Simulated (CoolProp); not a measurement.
A Linde-Hampson liquefier for nitrogen: isothermal reversible compression at 200 K from 1 atm to 15 MPa, throttling to 1 atm, return gas leaving the recuperator 10 K below the feed. Each further row changes one setting.

Model: reference Helmholtz-energy equation of state, Span 2000, in CoolProp.

| case | liquid yield per pass | compression work (kJ/kg of gas) |
|---|---|---|
| as stated | … | 282 |
| high pressure 30 MPa | … | … |
| warm-end temperature 230 K | … | … |
| warm-end gap 15 K | … | 282 |

### Question
Complete the blanks.

### Answer

- as stated, liquid yield per pass: 0.176
- high pressure 30 MPa, liquid yield per pass: 0.233
- high pressure 30 MPa, compression work (kJ/kg of gas): 320
- warm-end temperature 230 K, liquid yield per pass: 0.109
- warm-end temperature 230 K, compression work (kJ/kg of gas): 332
- warm-end gap 15 K, liquid yield per pass: 0.162
